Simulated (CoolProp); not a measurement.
Vapour-liquid equilibrium of ethanol (1) + dimethyl carbonate (2) at 386.2 K; x and y are mole fractions of (1).

Computed with CoolProp (multi-fluid Helmholtz-energy mixture model, Schroeder 2014 and Zhou 2011; pair parameters Bell 2016).

```json
[
 {"x": "0.05", "bubble pressure (MPa)": "0.2289", "y at the bubble point": "0.162", "dew pressure at overall composition x (MPa)": "0.2082", "liquid density (mol/L)": "10.57"},
 {"x": "0.125", "bubble pressure (MPa)": "0.2642", "y at the bubble point": "0.317", "dew pressure at overall composition x (MPa)": "0.2217", "liquid density (mol/L)": "10.78"},
 {"x": "0.2", "bubble pressure (MPa)": "0.2915", "y at the bubble point": "0.419", "dew pressure at overall composition x (MPa)": "0.2369", "liquid density (mol/L)": "11.01"},
 {"x": "0.275", "bubble pressure (MPa)": "0.3125", "y at the bubble point": "0.491", "dew pressure at overall composition x (MPa)": "0.2538", "liquid density (mol/L)": "11.26"},
 {"x": "0.35", "bubble pressure (MPa)": "0.3286", "y at the bubble point": "0.547", "dew pressure at overall composition x (MPa)": "0.2726", "liquid density (mol/L)": "11.53"},
 {"x": "0.425", "bubble pressure (MPa)": "0.3409", "y at the bubble point": "0.592", "dew pressure at overall composition x (MPa)": "0.2932", "liquid density (mol/L)": "11.82"},
 {"x": "0.5", "bubble pressure (MPa)": "0.3502", "y at the bubble point": "0.632", "dew pressure at overall composition x (MPa)": "0.3150", "liquid density (mol/L)": "12.14"},
 {"x": "0.575", "bubble pressure (MPa)": "0.3572", "y at the bubble point": "0.668", "dew pressure at overall composition x (MPa)": "0.3363", "liquid density (mol/L)": "12.49"},
 {"x": "0.65", "bubble pressure (MPa)": "0.3621", "y at the bubble point": "0.705", "dew pressure at overall composition x (MPa)": "0.3539", "liquid density (mol/L)": "12.88"},
 {"x": "0.725", "bubble pressure (MPa)": "0.3650", "y at the bubble point": "0.745", "dew pressure at overall composition x (MPa)": "0.3638", "liquid density (mol/L)": "13.30"},
 {"x": "0.8", "bubble pressure (MPa)": "0.3654", "y at the bubble point": "0.791", "dew pressure at overall composition x (MPa)": "0.3652", "liquid density (mol/L)": "13.75"},
 {"x": "0.875", "bubble pressure (MPa)": "0.3624", "y at the bubble point": "0.850", "dew pressure at overall composition x (MPa)": "0.3602", "liquid density (mol/L)": "14.25"},
 {"x": "0.95", "bubble pressure (MPa)": "0.3542", "y at the bubble point": "0.929", "dew pressure at overall composition x (MPa)": "0.3515", "liquid density (mol/L)": "14.79"}
]
```

y crosses x between x = 0.725 and 0.8: the model has an azeotrope there.

The pair parameters rest on a limited set of measurements; away from them the model extrapolates.
